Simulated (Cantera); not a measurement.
**Ammonia decomposition in nitride growth gas**

An isothermal, constant-pressure homogeneous reactor starts with NH3 : N2 = 1 : 0.14 (molar parts), at 2325 K and 0.0263 atm.

Model: the gas-phase N/H chemistry of the illustrative SiF4/NH3 mechanism in the Surface Chemkin manual (1991), integrated in Cantera. Walls and surfaces, which speed up NH3 decomposition in real reactors, are not modelled.

| t (s) | x NH3 | x H2 | x N | x NH | x NH2 | x N2 |
|---|---|---|---|---|---|---|
| 1.00e-5 | 0.877 | 4.61e-5 | 2.97e-12 | 1.32e-8 | 9.77e-5 | 0.123 |
| 3.98e-5 | 0.877 | 0.000200 | 2.77e-10 | 3.17e-7 | 0.000405 | 0.123 |
| 0.000159 | 0.875 | 0.000839 | 1.94e-8 | 7.21e-6 | 0.00160 | 0.123 |
| 0.000632 | 0.866 | 0.00520 | 2.75e-7 | 5.13e-5 | 0.00506 | 0.123 |
| 0.00252 | 0.825 | 0.0376 | 1.64e-6 | 8.54e-5 | 0.00579 | 0.131 |
| 0.0100 | 0.682 | 0.153 | 5.17e-6 | 0.000107 | 0.00445 | 0.160 |
| 0.0399 | 0.354 | 0.415 | 8.81e-6 | 0.000104 | 0.00260 | 0.227 |
| 0.159 | 0.0486 | 0.659 | 1.01e-5 | 5.62e-5 | 0.000653 | 0.289 |
| 0.633 | 1.03e-5 | 0.676 | 2.62e-6 | 1.36e-6 | 1.45e-6 | 0.295 |
| 2.52 | 1.32e-7 | 0.654 | 2.29e-7 | 6.26e-8 | 3.52e-8 | 0.291 |
| 10.0 | 9.66e-8 | 0.654 | 1.68e-7 | 4.60e-8 | 2.58e-8 | 0.291 |
| 40.0 | 9.65e-8 | 0.654 | 1.68e-7 | 4.60e-8 | 2.58e-8 | 0.291 |
x: mole fraction; the columns are a selection and need not sum to one.

Equilibrium at this temperature and pressure: NH3 9.65e-8, H2 0.654, N 1.68e-7, NH 4.60e-8, NH2 2.58e-8, N2 0.291 (gas phase only).
